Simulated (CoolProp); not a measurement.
Vapour-liquid equilibrium of R143a (1) + dimethyl ether (2) at -12.45 °C; x and y are mole fractions of (1).

Values from CoolProp's multi-fluid Helmholtz-energy mixture model, Lemmon and Jacobsen 2000 and Wu 2011; pair parameters Bell 2016.

Question: Give the bubble pressure and the first vapour's composition at x = 0.05, 0.5, 0.8. Is there an azeotrope?

Answer: x = 0.05: 0.1834 MPa, y = 0.123; x = 0.5: 0.2999 MPa, y = 0.693; x = 0.8: 0.3678 MPa, y = 0.890. No azeotrope shows between x = 0.05 and 0.95.

The pair parameters rest on a limited set of measurements; away from them the model extrapolates.
